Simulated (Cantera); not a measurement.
Pyrogenic steam for wet oxidation

An isothermal, constant-pressure homogeneous reactor starts with 34.9 % H2, 42.0 % O2, 23.1 % N2, equivalence ratio 0.41, at 1225 K and 255 Torr.

Model: GRI-Mech 3.0 (53 species, 325 reactions), integrated in Cantera. The temperature is held fixed by assumption; the heat of reaction is taken as removed at once.

```csv
t (s),x H2,x O2,x NO2,x OH,x NO
8.00e-6,0.349,0.420,<1e-12,2.19e-8,<1e-12
2.18e-5,0.349,0.420,<1e-12,2.24e-6,<1e-12
5.94e-5,0.0688,0.298,1.43e-10,0.0149,1.02e-6
0.000162,0.00384,0.297,9.61e-9,0.00276,3.00e-6
0.000442,0.000458,0.297,5.14e-8,0.000746,2.97e-6
0.00120,5.84e-5,0.298,8.16e-8,0.000309,2.94e-6
0.00328,6.88e-6,0.298,7.42e-8,0.000146,2.95e-6
0.00894,1.12e-6,0.298,4.99e-8,7.58e-5,2.97e-6
0.0244,2.94e-7,0.298,2.95e-8,4.25e-5,2.99e-6
0.0665,9.74e-8,0.298,2.03e-8,2.51e-5,3.00e-6
0.181,4.17e-8,0.298,2.26e-8,1.60e-5,3.00e-6
0.494,2.92e-8,0.298,2.98e-8,1.26e-5,2.99e-6
1.35,2.83e-8,0.298,3.11e-8,1.23e-5,2.99e-6
3.67,2.83e-8,0.298,3.11e-8,1.23e-5,2.99e-6
10.0,2.83e-8,0.298,3.11e-8,1.23e-5,2.99e-6
```
x: mole fraction; the columns are a selection and need not sum to one.

Equilibrium at this temperature and pressure: H2 2.83e-8, O2 0.298, NO2 1.75e-6, OH 1.23e-5, NO 0.000168 (gas phase only).
